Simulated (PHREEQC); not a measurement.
A solution holds 0.044 mol MgCl2, 0.021 mol Na2SO4 and 0.074 mol NaCl per kg of water, at 25 °C. Closed to the air; pH follows from the charge balance.

Model: ion-association model, phreeqc.dat, run in PHREEQC.

### Question
The ionic strength comes out as 0.233 mol/kgw. What activity coefficients do NaSO4-, Na+, SO4-2, Mg+2, Cl- get?

### Answer
NaSO4- 0.74, Na+ 0.74, SO4-2 0.28, Mg+2 0.33, Cl- 0.70.

No solid was allowed to form. Species that the database lacks are ignored.
